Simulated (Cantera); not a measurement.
Input: 1 mol Fe, 0.17 mol H2O, 1.4 mol N2, equilibrated at 120 Torr.

Equilibrium computed with Cantera from the NASA thermochemical tables; the gas is ideal and each condensed phase is pure. Candidate condensed phases: Fe, FeO, Fe(OH)2, Fe(OH)3, Fe2O3, Fe3O4, H2O; 27 gas species. Mutual solubility and eutectic melting of coexisting phases are not modelled. The tables' stoichiometric FeO is somewhat more stable than real wüstite, so its field is too wide. FeO: taken at fixed stoichiometry. The numbers say what is thermodynamically allowed, not how fast it happens.

At 1027 °C, list the 3 most abundant gas species with their mole fractions, and the condensed phases.

N2 0.892, H2 0.0815, H2O 0.0267. Condensed: Fe(γ) + FeO(s).
